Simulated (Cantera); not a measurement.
Equilibrium for fluorocarbon and chlorocarbon gases: C2F6 + F2

A closed system holds: 1 mol C2F6, 0.65 mol F2, equilibrated at 21.0 mbar.

Cantera equilibrium calculation (NASA polynomials, part measured and part estimated; ideal gas, pure solids and liquids). Candidate condensed phases: C; 13 gas species. The feed counts by its element totals alone. The tables' values for C2F4 are old estimates; treat these amounts as uncertain. Gases not in the tables: C2F6 and larger saturated fluorocarbons. The numbers say what is thermodynamically allowed, not how fast it happens.

| T (K) | x CF4 | x F | x CF2 | x CF | x C3 | x C | x CF3 | x C2 | n C(graphite) |
|---|---|---|---|---|---|---|---|---|---|
| 950 | 1.00 | 1.51e-11 | 6.23e-10 | <1e-12 | <1e-12 | <1e-12 | 2.10e-9 | <1e-12 | 0.175 |
| 1150 | 1.000 | 1.59e-8 | 3.13e-7 | <1e-12 | <1e-12 | <1e-12 | 3.20e-7 | <1e-12 | 0.175 |
| 1350 | 1.000 | 2.13e-6 | 2.44e-5 | 7.80e-11 | <1e-12 | <1e-12 | 1.09e-5 | <1e-12 | 0.175 |
| 1550 | 0.999 | 8.11e-5 | 0.000607 | 2.06e-8 | <1e-12 | <1e-12 | 0.000148 | <1e-12 | 0.174 |
| 1750 | 0.990 | 0.00134 | 0.00712 | 1.51e-6 | 1.13e-12 | 3.06e-12 | 0.00109 | <1e-12 | 0.169 |
| 1950 | 0.934 | 0.0123 | 0.0486 | 4.45e-5 | 3.73e-10 | 4.80e-10 | 0.00512 | 3.13e-11 | 0.132 |
| 2150 | 0.720 | 0.0742 | 0.191 | 0.000584 | 2.53e-8 | 2.50e-8 | 0.0147 | 2.57e-9 | 0 |
| 2350 | 0.336 | 0.363 | 0.281 | 0.00212 | 4.92e-8 | 2.58e-7 | 0.0184 | 1.51e-8 | 0 |
| 2550 | 0.0300 | 0.602 | 0.347 | 0.0129 | 9.16e-6 | 8.79e-6 | 0.00867 | 1.51e-6 | 0 |
| 2750 | 0.00130 | 0.707 | 0.242 | 0.0462 | 0.000803 | 0.000180 | 0.00203 | 7.77e-5 | 0.278 |
| 2950 | 4.93e-5 | 0.801 | 0.105 | 0.0833 | 0.00864 | 0.00149 | 0.000337 | 0.000869 | 0.544 |
| 3150 | 1.59e-6 | 0.813 | 0.0338 | 0.103 | 0.0370 | 0.00767 | 4.31e-5 | 0.00474 | 0 |
| 3350 | 5.50e-8 | 0.835 | 0.00862 | 0.0845 | 0.0400 | 0.0218 | 4.93e-6 | 0.00949 | 0 |
x: gas mole fraction; n: condensed amount in mol.

From 950 K to 1950 K the condensed part is C(graphite). From 2150 K to 2550 K nothing is condensed. From 2750 K to 2950 K the condensed part is C(graphite). From 3150 K to 3350 K nothing is condensed. The main C-bearing gas is CF4 at 950 K and C3 at 3350 K.
